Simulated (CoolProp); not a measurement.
Saturation properties of benzene (Tc = 562.0 K, pc = 4906 kPa, ω = 0.211).

Computed with CoolProp (reference Helmholtz-energy equation of state, Thol 2012).

| T (K) | p (kPa) | vapour density (kg/m³) | enthalpy of vaporisation (kJ/kg) | liquid conductivity (mW/(m K)) |
|---|---|---|---|---|
| 301.7 | 14.92 | 0.4685 | 431.0 | 140 |
| 313.2 | 24.44 | 0.7419 | 422.7 | 136 |
| 324.7 | 38.39 | 1.130 | 414.5 | 132 |
| 336.2 | 58.14 | 1.662 | 406.2 | 129 |
| 347.7 | 85.22 | 2.374 | 397.7 | 125 |
| 359.2 | 121.4 | 3.303 | 389.2 | 122 |
| 370.7 | 168.5 | 4.490 | 380.4 | 118 |
| 382.2 | 228.7 | 5.983 | 371.4 | 115 |
| 393.7 | 304.0 | 7.833 | 362.0 | 112 |
| 405.2 | 396.8 | 10.10 | 352.3 | 108 |
| 416.7 | 509.6 | 12.85 | 342.2 | 105 |
| 428.2 | 644.6 | 16.15 | 331.6 | 101 |
| 439.7 | 804.7 | 20.11 | 320.4 | 98.2 |
| 451.2 | 992.4 | 24.83 | 308.5 | 94.8 |
| 462.7 | 1211 | 30.45 | 295.7 | 91.5 |

It boils at 353.2 K under 1 atm.

Thermal conductivity comes from a separate model (Assael 2012).
